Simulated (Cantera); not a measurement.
Input: 1 mol TiO₂, 0.013 mol H₂O, 3.5 mol H₂, equilibrated at 1248 K and 1.00 bar.

Equilibrium computed with Cantera from the NASA thermochemical tables; the gas is ideal and each condensed phase is pure. Candidate condensed phases: H₂O, Ti, TiO, TiO₂, Ti₂O₃, Ti₃O₅, Ti₄O₇; 12 gas species. Equilibrium is a limit: real reactors are often held back by kinetics, nucleation or transport.

Base state: H₂ 0.996, H₂O 0.00370 (mole fractions); condensed: TiO₂(rutile).

**Question.** What changes in the equilibrium state with this change: TiO₂ replaced by Fe?

**Answer.** 
```tsv
species	before	after
H₂	0.996	0.996
H₂O	0.00370	0.00370
TiO₂(rutile), mol	1.00	0
Fe(γ), mol	0	1.00
```
Further candidate phases: Fe, FeO, Fe(OH)₂, Fe(OH)₃, Fe₂O₃, Fe₃O₄.
